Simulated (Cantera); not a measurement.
Feed: 1 mol HI, 1.7 mol H₂, 0.31 mol O₂, equilibrated at 1025 K and 16.0 mbar.

Cantera equilibrium calculation (NASA polynomials, part measured and part estimated; ideal gas, pure solids and liquids). Candidate condensed phases: H₂O, I₂; 12 gas species. Kinetics and transport are ignored.

Base state: H₂ 0.422, HI 0.298, H₂O 0.224, I 0.0479, I₂ 0.00758 (mole fractions); condensed: gas only.

### Question
What changes in the equilibrium state with this change: H₂ from 1.7 to 0.039 mol?

### Answer
```tsv
species	before	after
H₂O	0.224	0.429
I	0.0479	0.280
I₂	0.00758	0.259
H₂	0.422	3.42e-9
HI	0.298	0.000157
O₂	<1e-9	0.0323
```
